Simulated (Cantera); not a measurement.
What does this Cantera script print?

```python
import numpy as np
import cantera as ct

gas_names = [...]  # 114 gases of nasa_gas.yaml made of C, Fe, H, O
cond_names = """
    C(gr) C6H6(L) C7H8(L) C8H18(L),n-octa Fe(a) Fe(c) Fe(d) Fe(L) FeC5O5(L) FeO(s) FeO(L) Fe(OH)2(s)
    Fe(OH)3(s) Fe2O3(s) Fe3O4(s) H2O(s) H2O(L)
""".split()


# ... load() reads the species with a 1 bar reference pressure and builds the phases ...
atoms = {
    'Fe(CO)5': {'Fe': 1, 'C': 5, 'O': 5},
    'H2': {'H': 2},
}
top_T = {'C(gr)': 4500, 'Fe2O3(s)': 1830, 'Fe3O4(s)': 1870}  # K; cautious upper limits of use, not melting points


# ... equilibrate(T, P, feed) seeds the gas with the atoms and calls Mixture.equilibrate('TP', solver="vcs", rtol=1e-11, max_steps=5000) ...
results = []
T = 1398  # K
P = 320  # Pa
for m in [0.34, 0.52, 0.79, 1.2, 1.8, 2.8, 4.2, 6.5, 9.8, 15, 23, 35]:
    feed = {'Fe(CO)5': 1, 'H2': m}  # mol
    mix = equilibrate(T, P, feed)
    results.append((T, P, feed, dict(zip(mix.species_names, mix.species_moles))))

top = {s: max(r[3][s] / sum(r[3][g] for g in gas_names) for r in results) for s in gas_names}
cols = sorted((s for s in top if top[s] > 1e-05), key=lambda s: -top[s])[:5]
seen = [c for c in cond_names if any(r[3].get(c, 0) > 1e-12 for r in results)]
print("log10 of partial pressures in bar; condensed amounts in mol")
print(f"{'n(H2)':>10s}" + "".join(f"{s[:9]:>10s}" for s in cols + seen))
for T, P, feed, n in results:
    ng = sum(n[g] for g in gas_names)
    print(f"{feed['H2']:10.4g}" + "".join(f"{np.log10(max(n[s] / ng * P / 1e5, 1e-99)):10.3f}" for s in cols)
          + "".join(f"{n.get(c, 0):10.4g}" for c in seen))
```

Output:

```
log10 of partial pressures in bar; condensed amounts in mol
     n(H2)        CO        H2         H     C(gr)     Fe(c)
      0.34    -2.523    -3.691    -7.170 2.812e-05         1
      0.52    -2.538    -3.521    -7.085 2.785e-05         1
      0.79    -2.559    -3.360    -7.005 2.707e-05         1
       1.2    -2.588    -3.208    -6.929 2.518e-05         1
       1.8    -2.628    -3.072    -6.861 2.113e-05         1
       2.8    -2.688    -2.940    -6.795 1.188e-05         1
       4.2    -2.760    -2.835    -6.743         0         1
       6.5    -2.857    -2.743    -6.696         0    0.9999
       9.8    -2.966    -2.674    -6.662         0    0.9999
        15    -3.097    -2.620    -6.635         0    0.9999
        23    -3.243    -2.580    -6.615         0    0.9999
        35    -3.398    -2.553    -6.601         0    0.9998
```

Cantera equilibrium calculation (NASA polynomials, part measured and part estimated; ideal gas, pure solids and liquids).
